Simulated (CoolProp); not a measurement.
The fluid at 298.15 K and 0.0756 MPa is compressed adiabatically to 0.445 MPa with isentropic efficiency 1. The same conditions are run with several fluids, on thermodynamics alone (safety and materials aside).

Values from CoolProp's reference Helmholtz-energy equation of state of each fluid (cyclopropane: Polt 1992; R13: Platzer 1990; methane: Setzmann 1991; R236EA: Rui 2013; C2F6 (R116): Lemmon 2006). The equations of Platzer and Polt are older, rougher fits.

```json
[
 {"fluid": "cyclopropane", "work (kJ/kg)": "116", "final temperature (K)": "377.9", "final density (kg/m³)": "6.16"},
 {"fluid": "R13", "work (kJ/kg)": "46.4", "final temperature (K)": "368.6", "final density (kg/m³)": "15.5"},
 {"fluid": "methane", "work (kJ/kg)": "335", "final temperature (K)": "436.6", "final density (kg/m³)": "1.97"},
 {"fluid": "R236EA", "work (kJ/kg)": "29.0", "final temperature (K)": "337.4", "final density (kg/m³)": "26.9"},
 {"fluid": "C2F6 (R116)", "work (kJ/kg)": "33.6", "final temperature (K)": "342.0", "final density (kg/m³)": "22.2"}
]
```
